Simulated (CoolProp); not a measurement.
C2F6 (R116) at 293.15 K and 6.81 MPa is throttled through a valve to 4.62 MPa with no heat exchange. Each further row changes one setting.

Computed with CoolProp (reference Helmholtz-energy equation of state, Lemmon 2006). It is a short technical equation, of lower accuracy than the large ones.

```csv
case,temperature change (K),final phase,final density (kg/m³)
as stated,-2.2,liquid,1060
outlet pressure 1.39 MPa,-30.3,"two-phase, vapour fraction 0.453",244
outlet pressure 6.01 MPa,-0.7,liquid,1100
```
